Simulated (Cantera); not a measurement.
What does this Cantera script print?

```python
import numpy as np
import cantera as ct

gas = ct.Solution("gri30.yaml")
gas.TPX = 2000, 1600, {'C3H8': 1, 'H2': 1.5}
inlet = ct.Reservoir(gas, clone=True)

reactor = ct.IdealGasConstPressureReactor(gas, energy="off", clone=False)
exhaust = ct.Reservoir(gas, clone=True)
tau = [1.8, 0.85, 0.41, 0.2, 0.096, 0.047, 0.023, 0.011, 0.0053][0]
for a, b in ((inlet, reactor), (reactor, exhaust)):
    ct.MassFlowController(a, b, mdot=lambda t: reactor.mass / tau)
net = ct.ReactorNet([reactor])
show = ['C3H8', 'H2', 'H', 'C2H6', 'C2H2']

rows = []
print(f"{'tau/s':>10s}{'T/K':>9s}" + "".join(f"{s:>11s}" for s in show))
for tau in [1.8, 0.85, 0.41, 0.2, 0.096, 0.047, 0.023, 0.011, 0.0053]:
    net.initial_time = 0.0
    net.advance(30 * tau)
    before = gas.X
    net.advance(40 * tau)
    drift = np.max(np.abs(gas.X - before) / (gas.X + 1e-9))
    rows.append([gas.T, *gas[show].X, drift])
    print(f"{tau:10.3e}{gas.T:9.1f}" + "".join(f"{x:11.3e}" for x in gas[show].X))
```

It prints:

```
     tau/s      T/K       C3H8         H2          H       C2H6       C2H2
 1.800e+00   2000.0  1.818e-06  7.165e-01  7.976e-03  3.094e-07  2.702e-01
 8.500e-01   2000.0  4.174e-06  7.146e-01  7.131e-03  7.823e-07  2.695e-01
 4.100e-01   2000.0  9.222e-06  7.113e-01  6.528e-03  1.861e-06  2.682e-01
 2.000e-01   2000.0  1.976e-05  7.060e-01  6.154e-03  4.193e-06  2.663e-01
 9.600e-02   2000.0  4.238e-05  6.981e-01  5.957e-03  9.247e-06  2.635e-01
 4.700e-02   2000.0  8.795e-05  6.876e-01  5.907e-03  1.928e-05  2.595e-01
 2.300e-02   2000.0  1.811e-04  6.736e-01  5.961e-03  3.896e-05  2.539e-01
 1.100e-02   2000.0  3.802e-04  6.551e-01  6.094e-03  7.806e-05  2.459e-01
 5.300e-03   2000.0  7.916e-04  6.323e-01  6.272e-03  1.507e-04  2.347e-01
```

Cantera simulation using GRI-Mech 3.0 (53 species, 325 reactions); the numbers are that mechanism's predictions, not measurements. GRI-Mech 3.0 was tuned for natural gas; its chemistry of propane as a main component is partial and can be far from experiment. GRI-Mech 3.0 stops at C3 and has no aromatics, soot or wall deposition, so with more carbon than oxygen in the feed, carbon stays in small species such as C2H2 where larger ones or solid carbon would form. Radical loss at walls, strong at low pressure, is not modelled.
